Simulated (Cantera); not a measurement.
A perfectly stirred reactor is fed with CH₄ : CO : O₂ : N₂ = 1 : 0.72 : 2.91 : 11 (molar parts), at 520000 Pa; it is adiabatic with a 748 K inlet, and is followed from long to short residence time, starting on the burning branch (τ in s: 0.22, 0.086, 0.035, 0.014, 0.0056, 0.0022, 0.0009, 0.00036, 0.00014, 5.8e-05, 2.3e-05, 9.3e-06).

Cantera simulation using GRI-Mech 3.0 (53 species, 325 reactions); the numbers are that mechanism's predictions, not measurements.

**Question.** What does this change do: pressure from 520000 Pa to 120000 Pa?

**Answer.** 
```csv
quantity,before,after
"blow-out, bracketed by the residence times tried","burning at 23.0 µs, out at 9.30 µs","burning at 58.0 µs, out at 23.0 µs"
x(CH₄) at τ = 0.220 s,1.77e-7,5.25e-7
x(CO) at τ = 0.220 s,0.00440,0.00736
x(O₂) at τ = 0.220 s,0.0341,0.0358
x(N₂O) at τ = 0.220 s,8.28e-7,3.84e-7
x(CH₂O) at τ = 0.220 s,3.28e-8,9.91e-8
x(CH₄) at τ = 0.900 ms,2.88e-5,5.45e-5
x(CO) at τ = 0.900 ms,0.00890,0.0221
x(O₂) at τ = 0.900 ms,0.0390,0.0451
x(N₂O) at τ = 0.900 ms,1.03e-6,2.87e-7
x(CH₂O) at τ = 0.900 ms,5.52e-6,9.40e-6
```

**Question.** What does this change do: pressure from 520000 Pa to 36000 Pa?

**Answer.** 
```csv
quantity,before,after
"blow-out, bracketed by the residence times tried","burning at 23.0 µs, out at 9.30 µs","burning at 0.140 ms, out at 58.0 µs"
x(CH₄) at τ = 0.220 s,1.77e-7,1.26e-6
x(CO) at τ = 0.220 s,0.00440,0.0110
x(O₂) at τ = 0.220 s,0.0341,0.0380
x(N₂O) at τ = 0.220 s,8.28e-7,1.91e-7
x(CH₂O) at τ = 0.220 s,3.28e-8,2.38e-7
x(CH₄) at τ = 0.900 ms,2.88e-5,0.000119
x(CO) at τ = 0.900 ms,0.00890,0.0341
x(O₂) at τ = 0.900 ms,0.0390,0.0518
x(N₂O) at τ = 0.900 ms,1.03e-6,6.47e-8
x(CH₂O) at τ = 0.900 ms,5.52e-6,1.63e-5
```
